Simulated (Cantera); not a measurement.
Equilibrium for tantalum, niobium, vanadium and zirconium in process gases: Zr + H₂O

Feed: 1 mol Zr, 0.49 mol H₂O, equilibrated at 80000 Pa.

Cantera equilibrium calculation (NASA polynomials, part measured and part estimated; ideal gas, pure solids and liquids). Candidate condensed phases: H₂O, Zr, ZrO₂; 12 gas species. Mutual solubility and eutectic melting of coexisting phases are not modelled. Condensed phases not in the tables: N, O or C dissolved in the metal. Rates play no part.

```csv
T (°C),x H₂,x H,x H₂O,n Zr(β),n ZrO₂(monoclinic),n ZrO₂(tetragonal)
1025,1.000,1.20e-6,8.09e-11,0.755,0.245,0
1075,1.000,2.59e-6,2.24e-10,0.755,0.245,0
1125,1.000,5.29e-6,5.74e-10,0.755,0.245,0
1175,1.000,1.03e-5,1.38e-9,0.755,0.245,0
1225,1.000,1.92e-5,3.11e-9,0.755,0,0.245
1275,1.000,3.44e-5,6.61e-9,0.755,0,0.245
1325,1.000,5.95e-5,1.34e-8,0.755,0,0.245
1375,1.000,9.96e-5,2.60e-8,0.755,0,0.245
1425,1.000,0.000162,4.84e-8,0.755,0,0.245
```
x: gas mole fraction; n: condensed amount in mol.

From 1025 °C to 1175 °C the condensed part is Zr(β) + ZrO₂(monoclinic). From 1225 °C to 1425 °C the condensed part is Zr(β) + ZrO₂(tetragonal).
